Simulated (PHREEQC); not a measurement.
Make-up at 25 °C: 190 mmol/kgw H2SO4, 0.11 mmol/kgw Al2(SO4)3 and 140 mmol/kgw MgSO4. Closed to the air; pH follows from the charge balance.

Model: ion-association model, phreeqc.dat, run in PHREEQC.

Q: The ionic strength comes out as 0.465 mol/kgw. What activity coefficients do AlHSO4+2, Al+3, SO4-2, AlSO4+, H+ get?

A: AlHSO4+2 0.29, Al+3 0.092, SO4-2 0.21, AlSO4+ 0.67, H+ 0.77.

This is a speciation only: nothing precipitates in the calculation.
